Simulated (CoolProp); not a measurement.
The fluid at 742.26 K and 0.626 MPa is compressed adiabatically to 1.53 MPa with isentropic efficiency 1. The same conditions are run with several fluids, on thermodynamics alone (safety and materials aside).

Computed with CoolProp (reference Helmholtz-energy equation of state of each fluid (carbon dioxide: Span 1996; dry air: Lemmon 2000; oxygen: Schmidt 1985; water: Wagner 2002; normal hydrogen: Leachman 2009)). Blends and air are pseudo-pure fits.

| fluid | work (kJ/kg) | final temperature (K) | final phase | final density (kg/m³) |
|---|---|---|---|---|
| carbon dioxide | 135 | 858.3 | gas | 9.42 |
| dry air | 215 | 936.1 | gas | 5.67 |
| oxygen | 193 | 924.2 | gas | 6.35 |
| water | 336 | 899.1 | gas | 3.71 |
| normal hydrogen | 3120 | 952.7 | supercritical | 0.388 |

Above 300 K oxygen's equation is extrapolated.
